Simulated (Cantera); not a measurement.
Charge: 1 mol Ta2O5, 1.6 mol C, 5.4 mol H2, equilibrated at 2223 K and 97.5 Torr.

These are equilibrium values from Cantera (NASA tables, ideal gas, pure condensed phases), not measurements of a reactor. Candidate condensed phases: C, C6H6, C7H8, C8H18, H2O, Ta, TaC, Ta2O5; 113 gas species. Mutual solubility and eutectic melting of coexisting phases are not modelled. Condensed phases not in the tables: Ta2C, N, O or C dissolved in the metal. Equilibrium is a limit: real reactors are often held back by kinetics, nucleation or transport.

Base state: H2 0.755, CO 0.227, H 0.0154, H2O 0.00296, TaO2 0.000210, CO2 0.000166, TaO 4.43e-5 (mole fractions); condensed: Ta(s) + Ta2O5(l).

Q: What changes in the equilibrium state with this change: pressure from 97.5 Torr to 900 Torr?

A: 
```csv
species,before,after
H2,0.755,0.817
CO,0.227,0.173
H,0.0154,0.00528
TaO2,0.000210,1.78e-5
TaO,4.43e-5,2.31e-6
H2O,0.00296,0.00523
CO2,0.000166,0.000206
"Ta(s), mol",0.648,0
"Ta2O5(l), mol",0.675,0.766
"TaC(s), mol",0,0.467
```
TaC: taken at fixed stoichiometry. Condensed phases not in the tables: Ta2C.
